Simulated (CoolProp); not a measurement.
Vapour-liquid equilibrium of CHF3 (R23) (1) + R22 (2) at 210.4 K; x and y are mole fractions of (1).

Values from CoolProp's multi-fluid Helmholtz-energy mixture model, Penoncello 2003 and Kamei 1995; pair parameters Bell 2016.

```tsv
x	bubble pressure (MPa)	y at the bubble point	dew pressure at overall composition x (MPa)	liquid density (mol/L)
0.05	0.04808	0.362	0.03352	17.14
0.125	0.07129	0.598	0.03615	17.32
0.2	0.09325	0.714	0.03923	17.50
0.275	0.1139	0.784	0.04287	[?]
0.35	0.1332	0.830	0.04726	17.86
0.425	0.1513	[?]	0.05264	18.05
0.5	0.1683	0.890	0.05939	18.24
0.575	[?]	0.911	0.06809	18.42
0.65	0.2002	0.929	0.07970	18.62
0.725	0.2156	0.945	0.09595	18.81
0.8	0.2310	0.960	0.1201	19.01
0.875	0.2468	0.975	0.1584	19.21
0.95	0.2634	0.990	0.2206	19.42
```

Q: What belongs in the gaps?

A: 
- 0.275, liquid density (mol/L): 17.68
- 0.425, y at the bubble point: 0.864
- 0.575, bubble pressure (MPa): 0.1845

No azeotrope shows between x = 0.05 and 0.95.

Pair parameters are fitted to limited data, so mixtures are less certain than the pure fluids.
